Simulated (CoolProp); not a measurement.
Saturated liquid density (kg/m³) of carbon monoxide: the reference equation beside estimates from Tc = -140.3 °C, pc = 3498 kPa, ω = 0.050.

Computed with CoolProp (reference Helmholtz-energy equation of state, Lemmon 2006). It is a short technical equation, of lower accuracy than the large ones.

```tsv
T (°C)	reference	Redlich-Kwong	Soave-Redlich-Kwong
-195.45	810.2	814.5	809.1
-192.35	796.9	799.6	795.0
-189.35	783.7	784.6	780.8
-186.25	769.7	768.3	765.3
-183.15	755.4	751.3	749.1
-180.05	740.5	733.4	732.0
-176.95	725.1	714.7	714.0
-173.95	709.6	695.5	695.6
-170.85	692.9	674.7	675.4
-167.75	675.4	652.6	653.9
-164.65	656.8	629.0	631.0
-161.65	637.7	604.7	607.1
-158.55	616.5	577.6	580.4
-155.45	593.4	548.1	551.2
-152.35	567.6	515.6	518.8
```

Absolute difference from the reference over all 15 rows, mean and median: Redlich-Kwong 3.0 and 2.0 %, Soave-Redlich-Kwong 2.9 and 2.0 %.
